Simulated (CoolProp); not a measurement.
Ethylene along the isotherm 176.85 °C: density (kg/m³) from the reference equation and from simpler models built on Tc = 9.2 °C, pc = 50.42 bar, ω = 0.087; each cubic takes its own stable root.

Values from CoolProp's reference Helmholtz-energy equation of state, Smukala 2000.

```
p (bar)          phase  reference
-------  -------------  ---------
56       supercritical      45.27
112      supercritical      96.23
168      supercritical      148.6
224      supercritical      196.0
280      supercritical      235.4
336      supercritical      267.2
392      supercritical      293.0
448      supercritical      314.4
504      supercritical      332.5
```

Q: How far does each simpler model (Redlich-Kwong, Peng-Robinson) lie from the reference over these 9 states: mean and median of the absolute difference, and the worst?

A: 
- Redlich-Kwong: mean 0.5 %, median 0.4 %, worst +1.3 % at 176.85 °C and 112 bar
- Peng-Robinson: mean 2.0 %, median 1.3 %, worst +4.9 % at 176.85 °C and 504 bar
